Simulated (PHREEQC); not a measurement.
Silver or lead bath (model solution)

Make-up at 25 °C: 0.81 mmol/kgw PbCl2 and 1.3 mmol/kgw Cu(NO3)2. Closed to the air; pH follows from the charge balance.

The numbers come from PHREEQC with the ion-association model, wateq4f.dat.

- pH: 5.19
- ionic strength: 0.00621 mol/kgw

```json
[
 {"species": "NO3-", "molality": "0.00258", "activity": "0.00237", "log γ": "-0.037"},
 {"species": "Cl-", "molality": "0.00158", "activity": "0.00145", "log γ": "-0.037"},
 {"species": "Cu+2", "molality": "0.00129", "activity": "0.000937", "log γ": "-0.139"},
 {"species": "Pb+2", "molality": "0.000754", "activity": "0.000539", "log γ": "-0.145"},
 {"species": "PbCl+", "molality": "3.39e-5", "activity": "3.12e-5", "log γ": "-0.036"},
 {"species": "PbNO3+", "molality": "2.05e-5", "activity": "1.89e-5", "log γ": "-0.036"},
 {"species": "H+", "molality": "6.94e-6", "activity": "6.44e-6", "log γ": "-0.033"},
 {"species": "CuCl+", "molality": "3.99e-6", "activity": "3.67e-6", "log γ": "-0.036"},
 {"species": "PbOH+", "molality": "1.78e-6", "activity": "1.63e-6", "log γ": "-0.036"},
 {"species": "CuOH+", "molality": "1.58e-6", "activity": "1.46e-6", "log γ": "-0.036"},
 {"species": "Cu2(OH)2+2", "molality": "1.30e-6", "activity": "9.28e-7", "log γ": "-0.145"},
 {"species": "Cu(OH)2", "molality": "4.72e-7", "activity": "4.72e-7", "log γ": "0.001"}
]
```

No solid was allowed to form. Species that the database lacks are ignored.
